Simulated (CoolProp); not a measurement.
Saturation properties of R124 (Tc = 122.3 °C, pc = 3624 kPa, ω = 0.288).

Values from CoolProp's reference Helmholtz-energy equation of state, de Vries 1995.

```tsv
T (°C)	p (kPa)	liquid density (kg/m³)	enthalpy of vaporisation (kJ/kg)	vapour Z	liquid conductivity (mW/(m K))
-68.75	4.166	1633	190.4	0.9957	___
-48.95	15.80	1579	182.2	___	___
-29.15	46.43	1524	173.7	0.9751	88.3
-9.45	112.4	1466	164.6	0.9536	___
10.35	237.0	1404	154.7	0.9221	74.6
30.05	446.0	1338	143.6	0.8795	68.2
49.85	772.8	___	___	0.8239	62.1
69.55	1249	___	115.3	0.7530	56.6
89.35	1920	1074	___	0.6599	51.5
109.05	2832	922.2	66.40	0.5259	47.4
```

Question: Some entries are withheld; supply them.

Answer: 
- -68.75, liquid conductivity (mW/(m K)): 102
- -48.95, vapour Z: 0.9886
- -48.95, liquid conductivity (mW/(m K)): 95.4
- -9.45, liquid conductivity (mW/(m K)): 81.4
- 49.85, liquid density (kg/m³): 1264
- 49.85, enthalpy of vaporisation (kJ/kg): 130.7
- 69.55, liquid density (kg/m³): 1179
- 89.35, enthalpy of vaporisation (kJ/kg): 95.53

It boils at -12.0 °C under 1 atm.

Thermal conductivity comes from a separate model (Huber 2003), an estimate that may be off by 10 % or more.
